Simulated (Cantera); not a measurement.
Feed: 1 mol BCl3, 0.49 mol NH3, 10 mol H2, at 1423.15 K and 93000 Pa.

These are equilibrium values from Cantera (NASA tables, ideal gas, pure condensed phases), not measurements of a reactor. Candidate condensed phases: B, BN, NH4Cl; 21 gas species. Mutual solubility and eutectic melting of coexisting phases are not modelled. The tables' values for BCl2, BCl are old estimates; treat these amounts as uncertain. Gases not in the tables: BHCl2. Kinetics and transport are ignored.

Base state: H2 0.812, HCl 0.158, BCl3 0.0302, BCl2 0.000107, BCl 1.56e-5 (mole fractions); condensed: B(s) + BN(s).

**Question.** What changes in the equilibrium state with this change: NH3 from 0.49 to 25 mol?

**Answer.** 
```
species       before    after
----------  --------  -------
H2             0.812    0.754
N2             <1e-9    0.197
HCl            0.158   0.0492
BCl3          0.0302  5.94e-8
BCl2        0.000107    <1e-9
BCl          1.56e-5    <1e-9
NH3          1.40e-9  2.14e-5
B(s), mol      0.145        0
BN(s), mol     0.490    1.000
```
